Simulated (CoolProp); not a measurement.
Vapour-liquid equilibrium of carbon dioxide (1) + C2F6 (R116) (2) at 222.7 K; x and y are mole fractions of (1).

Computed with CoolProp (multi-fluid Helmholtz-energy mixture model, Span 1996 and Lemmon 2006; pair parameters Bell 2016).

```
x      bubble pressure (MPa)  y at the bubble point  dew pressure at overall composition x (MPa)  liquid density (mol/L)
-----  ---------------------  ---------------------  -------------------------------------------  ----------------------
0.05                  0.4193                  0.161                                       0.3794                   11.00
0.125                 0.5020                  0.337                                       0.4057                   11.52
0.2                   0.5771                  0.458                                       0.4355                   12.09
0.275                 0.6398                  0.541                                       0.4698                   12.72
0.35                  0.6883                  0.600                                       0.5092                   13.41
0.425                 0.7233                  0.642                                       0.5549                   14.20
0.5                   0.7469                  0.673                                       0.6077                   15.09
0.575                 0.7618                  0.698                                       0.6676                   16.12
0.65                  0.7704                  0.719                                       0.7297                   17.32
0.725                 0.7743                  0.740                                       0.7721                   18.71
0.8                   0.7727                  0.766                                       0.7640                   20.34
0.875                 0.7608                  0.809                                       0.7321                   22.26
0.95                  0.7239                  0.892                                       0.6949                   24.53
```

y crosses x between x = 0.725 and 0.8: the model has an azeotrope there.

Pair parameters are fitted to limited data, so mixtures are less certain than the pure fluids.
